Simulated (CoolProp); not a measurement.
Vapour-liquid equilibrium of acetone (1) + benzene (2) at 171.95 °C; x and y are mole fractions of (1).

Computed with CoolProp (multi-fluid Helmholtz-energy mixture model, Lemmon 2006 and Thol 2012; pair parameters Bell 2016).

| x | bubble pressure, mixture model (MPa) | bubble pressure, Raoult's law (MPa) | y, mixture model | y, Raoult's law |
|---|---|---|---|---|
| 0.05 | 0.9463 | 0.9308 | 0.096 | 0.092 |
| 0.15 | 1.051 | 1.014 | 0.251 | 0.255 |
| 0.25 | 1.147 | 1.097 | 0.376 | 0.392 |
| 0.35 | 1.235 | 1.180 | 0.481 | 0.510 |
| 0.45 | 1.318 | 1.264 | 0.573 | 0.613 |
| 0.55 | 1.397 | 1.347 | 0.658 | 0.703 |
| 0.65 | 1.472 | 1.430 | 0.738 | 0.782 |
| 0.75 | 1.545 | 1.513 | 0.814 | 0.853 |
| 0.85 | 1.617 | 1.596 | 0.889 | 0.916 |
| 0.95 | 1.687 | 1.679 | 0.963 | 0.974 |

The largest gap from Raoult's law is +4.7 % in bubble pressure, at x = 0.35. No azeotrope shows between x = 0.05 and 0.95.

The pair parameters rest on a limited set of measurements; away from them the model extrapolates.
